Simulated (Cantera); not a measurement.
A perfectly stirred reactor is fed with H2 : O2 : N2 = 1 : 0.82 : 3.08 (molar parts), equivalence ratio 0.61, at 1.01 bar; it is adiabatic with a 500 K inlet, and is followed from long to short residence time, starting on the burning branch (τ in s: 0.38, 0.13, 0.046, 0.016, 0.0056, 0.0019, 0.00068, 0.00024, 8.3e-05, 2.9e-05).

Cantera simulation using GRI-Mech 3.0 (53 species, 325 reactions); the numbers are that mechanism's predictions, not measurements.

Problem. What does this change do: inlet temperature 500 to 750 K?

Solution. 
| quantity | before | after |
|---|---|---|
| blow-out, bracketed by the residence times tried | burning at 29.0 µs, the shortest tried | burning at 29.0 µs, the shortest tried |
| x(H2) at τ = 0.380 s | 0.000326 | 0.00100 |
| x(O2) at τ = 0.380 s | 0.0717 | 0.0692 |
| x(H) at τ = 0.380 s | 3.79e-5 | 0.000184 |
| x(O) at τ = 0.380 s | 0.000235 | 0.000734 |
| x(NO2) at τ = 0.380 s | 5.85e-7 | 3.11e-6 |
| x(H2) at τ = 1.90 ms | 0.00394 | 0.00473 |
| x(O2) at τ = 1.90 ms | 0.0712 | 0.0703 |
| x(H) at τ = 1.90 ms | 0.00159 | 0.00195 |
| x(O) at τ = 1.90 ms | 0.00268 | 0.00344 |
| x(NO2) at τ = 1.90 ms | 1.94e-8 | 6.39e-8 |

Problem. What does this change do: inlet temperature 500 to 725 K?

Solution. 
| quantity | before | after |
|---|---|---|
| blow-out, bracketed by the residence times tried | burning at 29.0 µs, the shortest tried | burning at 29.0 µs, the shortest tried |
| x(H2) at τ = 0.380 s | 0.000326 | 0.000900 |
| x(O2) at τ = 0.380 s | 0.0717 | 0.0695 |
| x(H) at τ = 0.380 s | 3.79e-5 | 0.000159 |
| x(O) at τ = 0.380 s | 0.000235 | 0.000661 |
| x(NO2) at τ = 0.380 s | 5.85e-7 | 2.82e-6 |
| x(H2) at τ = 1.90 ms | 0.00394 | 0.00464 |
| x(O2) at τ = 1.90 ms | 0.0712 | 0.0704 |
| x(H) at τ = 1.90 ms | 0.00159 | 0.00191 |
| x(O) at τ = 1.90 ms | 0.00268 | 0.00335 |
| x(NO2) at τ = 1.90 ms | 1.94e-8 | 5.60e-8 |
